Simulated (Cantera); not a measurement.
A Cantera script and what it prints.

```python
import numpy as np
import cantera as ct

gas_names = """
    F F2 H HF H2 H2F2 H3F3 H4F4 H5F5 H6F6 H7F7 N NF NF2 NF3 NH NH2 NH3 N2 N2H2 N2H4 Si SiF SiF2 SiF3
    SiF4 SiH SiHF3 SiH2 SiH2F2 SiH3 SiH3F SiH4 SiN Si2 Si2N Si3
""".split()
cond_names = """
    Si(cr) Si(L) Si3N4(a)
""".split()


# ... load() reads the species with a 1 bar reference pressure and builds the phases ...
atoms = {
    'Si': {'Si': 1},
    'NF3': {'N': 1, 'F': 3},
    'H2': {'H': 2},
    'HF': {'H': 1, 'F': 1},
}
top_T = {'Si3N4(a)': 2400}  # K; cautious upper limits of use, not melting points


# ... equilibrate(T, P, feed) seeds the gas with the atoms and calls Mixture.equilibrate('TP', solver="vcs", rtol=1e-11, max_steps=5000) ...
results = []
feed = {'Si': 1, 'NF3': 2.6, 'H2': 13, 'HF': 9.7}  # mol
T = 1548.15  # K
for P in [1, 10, 100, 1000, 10000, 100000]:
    mix = equilibrate(T, P, feed)
    results.append((T, P, feed, dict(zip(mix.species_names, mix.species_moles))))

top = {s: max(r[3][s] / sum(r[3][g] for g in gas_names) for r in results) for s in gas_names}
cols = sorted((s for s in top if top[s] > 1e-05), key=lambda s: -top[s])[:9]
seen = [c for c in cond_names if any(r[3].get(c, 0) > 1e-12 for r in results)]
print("log10 of partial pressures in bar; condensed amounts in mol")
print(f"{'P/Pa':>10s}" + "".join(f"{s[:9]:>10s}" for s in cols + seen))
for T, P, feed, n in results:
    ng = sum(n[g] for g in gas_names)
    print(f"{P:10.4g}" + "".join(f"{np.log10(max(n[s] / ng * P / 1e5, 1e-99)):10.3f}" for s in cols)
          + "".join(f"{n.get(c, 0):10.4g}" for c in seen))
```

Output:

```
log10 of partial pressures in bar; condensed amounts in mol
      P/Pa        HF        H2        N2      SiF4      SiF3         H      SiF2     SiHF3
         1    -5.295    -5.396    -6.319    -6.536    -7.159    -7.209    -8.063    -9.800
        10    -4.298    -4.388    -5.317    -5.464    -6.581    -6.705    -7.978    -8.718
       100    -3.299    -3.386    -4.316    -4.441    -6.055    -6.204    -7.950    -7.691
      1000    -2.299    -2.385    -3.316    -3.433    -5.547    -5.703    -7.941    -6.683
     1e+04    -1.299    -1.385    -2.316    -2.431    -5.045    -5.203    -7.938    -5.680
     1e+05    -0.299    -0.384    -1.316    -1.430    -4.544    -4.703    -7.938    -4.679
```

These are equilibrium values from Cantera (NASA tables, ideal gas, pure condensed phases), not measurements of a reactor. The tables' values for SiF3, SiF2 are old estimates; treat these amounts as uncertain.
